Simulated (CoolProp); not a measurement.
A simple Rankine cycle with R227EA: condensing at 306.15 K, boiler at 2.03 MPa, turbine inlet 372.2 K, turbine efficiency 0.9, pump efficiency 0.6, no recuperator. Each further row changes one setting.

Model: reference Helmholtz-energy equation of state, Lemmon 2016, in CoolProp.

```json
[
 {"case": "as stated", "thermal efficiency (%)": "9.3", "net work (kJ/kg)": "13.9", "heat in (kJ/kg)": "149", "turbine exit temperature (K)": "337.2", "volume ratio over the turbine": "4.14"},
 {"case": "turbine inlet 392.2 K", "thermal efficiency (%)": "(withheld)", "net work (kJ/kg)": "15.8", "heat in (kJ/kg)": "172", "turbine exit temperature (K)": "359.9", "volume ratio over the turbine": "3.88"},
 {"case": "condensing temperature 298.15 K", "thermal efficiency (%)": "10.7", "net work (kJ/kg)": "(withheld)", "heat in (kJ/kg)": "159", "turbine exit temperature (K)": "(withheld)", "volume ratio over the turbine": "5.29"},
 {"case": "boiler pressure 1.42 MPa", "thermal efficiency (%)": "7.1", "net work (kJ/kg)": "11.2", "heat in (kJ/kg)": "159", "turbine exit temperature (K)": "350.0", "volume ratio over the turbine": "2.62"},
 {"case": "turbine efficiency 0.8", "thermal efficiency (%)": "8.1", "net work (kJ/kg)": "(withheld)", "heat in (kJ/kg)": "149", "turbine exit temperature (K)": "339.0", "volume ratio over the turbine": "4.18"}
]
```

### Question
What belongs in the gaps?

### Answer

- turbine inlet 392.2 K, thermal efficiency (%): 9.2
- condensing temperature 298.15 K, net work (kJ/kg): 16.9
- condensing temperature 298.15 K, turbine exit temperature (K): 332.0
- turbine efficiency 0.8, net work (kJ/kg): 12.2
